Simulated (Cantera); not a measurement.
## Ignition delay

Mixture: 28.5 % H2, 15.0 % O2, 56.4 % N2, 0.0997 % NO, at 39.0 bar, adiabatic and at constant volume. Ignition delay is the time to a rise of 400 K.

Model: GRI-Mech 3.0 (53 species, 325 reactions), integrated in Cantera. The hydrogen kinetics of GRI-Mech 3.0 are dated; newer H2 mechanisms differ, most at raised pressure. The pressure lies above the range GRI-Mech 3.0 was tuned for (to about 10 atm). Below about 950 K walls govern HO2 and H2O2 in real vessels.

```tsv
T0 (K)	delay (ms)
925	10.5
1000	1.69
1075	0.364
1150	0.101
1225	0.0336
1300	0.0119
```

```yaml
apparent activation energy between 1150 and 1300 K: 180 kJ/mol
```
